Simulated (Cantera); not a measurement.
Cantera run, input and output.

```python
import numpy as np
import cantera as ct

gas = ct.Solution("h2o2.yaml")
gas.TPX = 648, 410000, {'H2': 1, 'O2': 0.227, 'N2': 0.864, 'H2O': 0.023}
flame = ct.FreeFlame(gas, width=0.015)
flame.set_refine_criteria(ratio=3, slope=0.08, curve=0.16)
flame.transport_model = "mixture-averaged"
flame.solve(loglevel=0, auto=True)
z, T = flame.grid, flame.T
thick = (T[-1] - T[0]) / np.gradient(T, z).max()
show = ['H2', 'O2', 'O', 'H', 'H2O2', 'HO2']
print(f"laminar burning velocity  {flame.velocity[0] * 100:.3f} cm/s")
print(f"burnt temperature         {T[-1]:.1f} K")
print(f"thermal thickness         {thick * 1e3:.4f} mm")
print(f"grid points               {len(z)}")
z0 = z[flame.heat_release_rate.argmax()]
print(f"{'z/mm':>9s}{'T/K':>9s}{'u/(m/s)':>9s}" + "".join(f"{s:>11s}" for s in show))
rows = []
for k in (-3, -2, -1.5, -1, -0.5, -0.25, 0, 0.25, 0.5, 1, 2, 4, 8):
    zz = z0 + k * thick
    rows.append([k * thick, np.interp(zz, z, T), np.interp(zz, z, flame.velocity),
                 *(np.interp(zz, z, flame.X[gas.species_index(s)]) for s in show)])
    print(f"{rows[-1][0] * 1e3:9.3f}{rows[-1][1]:9.1f}{rows[-1][2]:9.3f}" + "".join(f"{x:11.3e}" for x in rows[-1][3:]))
```

Output:

```
laminar burning velocity  1013.946 cm/s
burnt temperature         2241.4 K
thermal thickness         0.0765 mm
grid points               110
     z/mm      T/K  u/(m/s)         H2         O2          O          H       H2O2        HO2
   -0.230    648.0   10.139  4.730e-01  1.074e-01  9.854e-15  2.359e-15  5.719e-14  1.762e-11
   -0.153    648.0   10.139  4.730e-01  1.074e-01  1.610e-12  8.119e-13  3.423e-12  1.041e-09
   -0.115    648.0   10.139  4.730e-01  1.074e-01  8.750e-11  1.003e-10  1.022e-10  3.020e-08
   -0.077    648.4   10.142  4.728e-01  1.074e-01  1.496e-08  9.076e-08  1.228e-08  2.807e-06
   -0.038    697.8   10.795  4.648e-01  1.074e-01  1.902e-05  3.075e-04  1.098e-05  5.686e-04
   -0.019    957.5   14.409  4.298e-01  9.932e-02  3.311e-04  6.362e-03  2.857e-05  4.726e-04
    0.000   1343.6   19.708  3.564e-01  6.798e-02  1.848e-03  2.948e-02  8.111e-06  2.209e-04
    0.019   1615.7   23.486  2.888e-01  2.759e-02  2.236e-03  5.311e-02  2.186e-06  8.374e-05
    0.038   1751.6   25.345  2.611e-01  8.306e-03  1.361e-03  6.020e-02  1.138e-06  2.439e-05
    0.077   1868.9   26.868  2.560e-01  1.024e-03  6.948e-04  5.427e-02  5.690e-07  2.961e-06
    0.153   1973.6   28.165  2.631e-01  1.927e-04  4.201e-04  4.130e-02  3.033e-07  6.745e-07
    0.306   2066.3   29.282  2.709e-01  8.984e-05  2.205e-04  2.853e-02  1.567e-07  3.494e-07
    0.612   2138.7   30.133  2.771e-01  3.913e-05  9.655e-05  1.824e-02  7.567e-08  1.634e-07
```

Computed with Cantera and the H2/O2 subset of GRI-Mech 3.0, which has no nitrogen chemistry. The hydrogen kinetics of GRI-Mech 3.0 are dated; newer H2 mechanisms differ, most at raised pressure. Burning velocities carry a grid error of a few per cent, more on coarse grids.
